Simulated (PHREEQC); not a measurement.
Consider water at 25 °C with 0.027 mol/kgw ZnSO4, 0.23 mol/kgw NaOH and 0.0037 mol/kgw H2SO4. Closed to the air; pH follows from the charge balance.

The numbers come from PHREEQC with the ion-association model, wateq4f.dat.

Precipitation was switched off in this run.

Task: Estimate the pH.

Result: pH 12.92.

Task: In which forms is S present?

Result: SO4-2 77 %, NaSO4- 23 % of the S.

The solution is supersaturated, for example in Zn(OH)2-e, Zn(OH)2-a, so a real one may precipitate; this is no full list. Complexes and solids missing from the database can't appear.
